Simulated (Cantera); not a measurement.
Feed: 1 mol Fe2O3, 1.1 mol Cl2, 0.45 mol H2, held at 0.150 bar.

These are equilibrium values from Cantera (NASA tables, ideal gas, pure condensed phases), not measurements of a reactor. Candidate condensed phases: Fe, FeCl2, FeCl3, FeO, Fe(OH)2, Fe(OH)3, Fe2O3, Fe3O4, H2O; 22 gas species. Rates play no part. All values below are at 1400 K.

Base state: HCl 0.480, O2 0.158, FeCl2 0.123, Cl2 0.103, FeCl3 0.0971, Cl 0.0235, H2O 0.0152, Fe2Cl4 0.000200 (mole fractions); condensed: Fe2O3(s).

Q: What changes in the equilibrium state with this change: Cl2 from 1.1 to 2.1 mol?

A: 
```tsv
species	before	after
HCl	0.480	0.288
O2	0.158	0.221
Cl2	0.103	0.160
H2O	0.0152	0.00413
FeCl3	0.0971	0.147
Cl	0.0235	0.0294
FeCl2	0.123	0.150
Fe2Cl6	2.87e-5	6.60e-5
OH	1.80e-5	1.02e-5
ClO	0.000102	0.000151
Fe2O3(s), mol	0.805	0.547
```
